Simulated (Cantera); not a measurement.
SiCl₄ + HCl + H₂ (silicon epitaxy and polysilicon growth)

Charge: 1 mol SiCl₄, 0.5 mol HCl, 9.7 mol H₂, equilibrated at 725 °C.

Cantera equilibrium calculation (NASA polynomials, part measured and part estimated; ideal gas, pure solids and liquids). Candidate condensed phases: Si; 19 gas species. The tables' values for SiCl₃ are old estimates; treat these amounts as uncertain. Rates play no part.

From 0.00100 bar to 2.00 bar nothing is condensed. The main Si-bearing gas is SiCl₄ throughout.

| P (Pa) | x H₂ | x SiCl₄ | x HCl | x SiHCl₃ | x SiCl₂ |
|---|---|---|---|---|---|
| 100 | 0.846 | 0.0731 | 0.0649 | 0.00662 | 0.00500 |
| 350 | 0.852 | 0.0769 | 0.0586 | 0.00777 | 0.00186 |
| 1300 | 0.855 | 0.0788 | 0.0557 | 0.00840 | 0.000569 |
| 4500 | 0.856 | 0.0796 | 0.0546 | 0.00866 | 0.000173 |
| 16000 | 0.857 | 0.0799 | 0.0541 | 0.00878 | 4.97e-5 |
| 56000 | 0.857 | 0.0801 | 0.0539 | 0.00883 | 1.44e-5 |
| 200000 | 0.857 | 0.0802 | 0.0538 | 0.00886 | 4.04e-6 |
x: gas mole fraction; nothing condenses.
